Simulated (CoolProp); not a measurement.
Methanol along the isotherm 620 K: Z from the reference equation and from simpler models built on Tc = 513.4 K, pc = 8.216 MPa, ω = 0.565; each cubic takes its own stable root.

Model: reference Helmholtz-energy equation of state, de Reuck 1993, in CoolProp.

| p (MPa) | phase | reference |
|---|---|---|
| 0.065 | gas | 0.9987 |
| 0.0953 | gas | 0.9981 |
| 0.14 | gas | 0.9972 |
| 0.205 | gas | 0.9959 |
| 0.301 | gas | 0.9940 |
| 0.443 | gas | 0.9911 |
| 0.65 | gas | 0.9869 |
| 0.953 | gas | 0.9806 |
| 1.4 | gas | 0.9713 |
| 2.05 | gas | 0.9574 |
| 3.01 | gas | 0.9366 |
| 4.43 | gas | 0.9054 |
| 6.5 | gas | 0.8607 |
| 9.53 | supercritical | 0.7973 |
| 14 | supercritical | 0.7094 |
| 20.5 | supercritical | 0.5916 |

How far does each simpler model (Redlich-Kwong, Soave-Redlich-Kwong, Peng-Robinson) lie from the reference over these 16 states: mean and median of the absolute difference, and the worst?


- Redlich-Kwong: mean 1.7 %, median 0.4 %, worst -9.8 % at 620 K and 14 MPa
- Soave-Redlich-Kwong: mean 2.4 %, median 0.3 %, worst +20.8 % at 620 K and 20.5 MPa
- Peng-Robinson: mean 1.1 %, median 0.1 %, worst +13.7 % at 620 K and 20.5 MPa
